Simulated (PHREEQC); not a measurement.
**Buffer: an equilibrium model**

Make-up at 73 °C: 0.0037 mol/kgw KH2PO4 and 0.0036 mol/kgw Na2HPO4. Closed to the air; pH follows from the charge balance.

Model: ion-association model, phreeqc.dat, run in PHREEQC.

Precipitation was switched off in this run.

**Question.** Estimate the pH, specific conductance.

**Answer.** pH 6.92; specific conductance 2270 µS/cm.

**Question.** In which forms is P present?

**Answer.** H2PO4- 51 %, HPO4-2 49 % of the P.

Species that the database lacks are ignored. Away from 25 °C the constants follow the database's enthalpies or fits; those with neither stay at their 25 °C values.
